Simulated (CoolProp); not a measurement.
The numbers come from the reference Helmholtz-energy equation of state, Lemmon 2006 in CoolProp. It is a short technical equation, of lower accuracy than the large ones.

Give the vapour pressure (kPa), enthalpy of vaporisation (kJ/kg), vapour Z, liquid conductivity (mW/(m K)) of saturated C2F6 (R116) at 250.7, 256.4, 262 K.


```json
[
 {"T (K)": "250.7", "p (kPa)": "971", "enthalpy of vaporisation (kJ/kg)": "85.4", "vapour Z": "0.777", "liquid conductivity (mW/(m K))": "54.0"},
 {"T (K)": "256.4", "p (kPa)": "1150", "enthalpy of vaporisation (kJ/kg)": "80.8", "vapour Z": "0.746", "liquid conductivity (mW/(m K))": "51.6"},
 {"T (K)": "262", "p (kPa)": "1360", "enthalpy of vaporisation (kJ/kg)": "75.7", "vapour Z": "0.713", "liquid conductivity (mW/(m K))": "49.3"}
]
```

Thermal conductivity comes from a separate model (Huber 2003), an estimate that may be off by 10 % or more.
